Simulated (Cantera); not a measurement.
Input: 1 mol CF4, 0.39 mol H2, held at 4.73 Torr.

Equilibrium computed with Cantera from the NASA thermochemical tables; the gas is ideal and each condensed phase is pure. Candidate condensed phases: C, C6H6, C7H8, C8H18; 95 gas species. Gases not in the tables: C2F6 and larger saturated fluorocarbons. Rates play no part. All values below are at 1523 K.

Base state: CF4 0.507, HF 0.492, CF2 0.000538, F 0.000109, CF3 8.81e-5 (mole fractions); condensed: C(graphite).

Task: What changes in the equilibrium state with this change: CF4 replaced by c-C4F8?

Result: 
```tsv
species	before	after
CF4	0.507	0.698
HF	0.492	0.302
CF2	0.000538	0.000631
CF3	8.81e-5	0.000112
F	0.000109	0.000118
C(graphite), mol	0.195	2.19
```
The feed counts by its element totals alone.
